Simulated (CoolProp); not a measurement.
Properties of carbon dioxide along the isobar 9.46 MPa.

The numbers come from the reference Helmholtz-energy equation of state, Span 1996 in CoolProp.

```json
[
 {"T (°C)": "-31.95", "phase": "liquid", "density (kg/m³)": "1109", "cp (kJ/(kg K))": "1.958", "speed of sound (m/s)": "859.2", "Joule-Thomson coefficient (K/MPa)": "-0.08168", "fugacity coefficient": "0.1441"},
 {"T (°C)": "-14.55", "phase": "liquid", "density (kg/m³)": "1039", "cp (kJ/(kg K))": "2.052", "speed of sound (m/s)": "740.3", "Joule-Thomson coefficient (K/MPa)": "(withheld)", "fugacity coefficient": "0.2312"},
 {"T (°C)": "2.95", "phase": "liquid", "density (kg/m³)": "955.6", "cp (kJ/(kg K))": "2.240", "speed of sound (m/s)": "611.5", "Joule-Thomson coefficient (K/MPa)": "0.2479", "fugacity coefficient": "0.3404"},
 {"T (°C)": "20.45", "phase": "liquid", "density (kg/m³)": "(withheld)", "cp (kJ/(kg K))": "2.716", "speed of sound (m/s)": "462.6", "Joule-Thomson coefficient (K/MPa)": "0.7209", "fugacity coefficient": "0.4650"},
 {"T (°C)": "37.85", "phase": "supercritical", "density (kg/m³)": "633.3", "cp (kJ/(kg K))": "6.116", "speed of sound (m/s)": "(withheld)", "Joule-Thomson coefficient (K/MPa)": "2.706", "fugacity coefficient": "0.5912"},
 {"T (°C)": "55.35", "phase": "supercritical", "density (kg/m³)": "282.7", "cp (kJ/(kg K))": "3.223", "speed of sound (m/s)": "224.8", "Joule-Thomson coefficient (K/MPa)": "(withheld)", "fugacity coefficient": "0.6783"},
 {"T (°C)": "72.85", "phase": "supercritical", "density (kg/m³)": "218.6", "cp (kJ/(kg K))": "1.938", "speed of sound (m/s)": "245.8", "Joule-Thomson coefficient (K/MPa)": "6.363", "fugacity coefficient": "0.7338"},
 {"T (°C)": "90.35", "phase": "supercritical", "density (kg/m³)": "187.3", "cp (kJ/(kg K))": "1.574", "speed of sound (m/s)": "261.6", "Joule-Thomson coefficient (K/MPa)": "5.773", "fugacity coefficient": "0.7766"},
 {"T (°C)": "107.75", "phase": "supercritical", "density (kg/m³)": "167.1", "cp (kJ/(kg K))": "(withheld)", "speed of sound (m/s)": "274.8", "Joule-Thomson coefficient (K/MPa)": "5.204", "fugacity coefficient": "0.8110"},
 {"T (°C)": "125.25", "phase": "supercritical", "density (kg/m³)": "152.3", "cp (kJ/(kg K))": "1.310", "speed of sound (m/s)": "286.3", "Joule-Thomson coefficient (K/MPa)": "4.690", "fugacity coefficient": "0.8395"},
 {"T (°C)": "142.75", "phase": "supercritical", "density (kg/m³)": "140.7", "cp (kJ/(kg K))": "1.251", "speed of sound (m/s)": "296.7", "Joule-Thomson coefficient (K/MPa)": "4.239", "fugacity coefficient": "0.8633"},
 {"T (°C)": "160.15", "phase": "supercritical", "density (kg/m³)": "131.4", "cp (kJ/(kg K))": "1.213", "speed of sound (m/s)": "306.2", "Joule-Thomson coefficient (K/MPa)": "(withheld)", "fugacity coefficient": "(withheld)"},
 {"T (°C)": "177.65", "phase": "supercritical", "density (kg/m³)": "123.5", "cp (kJ/(kg K))": "1.187", "speed of sound (m/s)": "315.1", "Joule-Thomson coefficient (K/MPa)": "3.498", "fugacity coefficient": "(withheld)"}
]
```

Question: What belongs in the gaps?

Answer: 
- -14.55, Joule-Thomson coefficient (K/MPa): 0.03554
- 20.45, density (kg/m³): 846.0
- 37.85, speed of sound (m/s): 264.2
- 55.35, Joule-Thomson coefficient (K/MPa): 6.670
- 107.75, cp (kJ/(kg K)): 1.405
- 160.15, Joule-Thomson coefficient (K/MPa): 3.845
- 160.15, fugacity coefficient: 0.8832
- 177.65, fugacity coefficient: 0.9003

The peak of cp marks the crossing from liquid-like to gas-like fluid above the critical point.
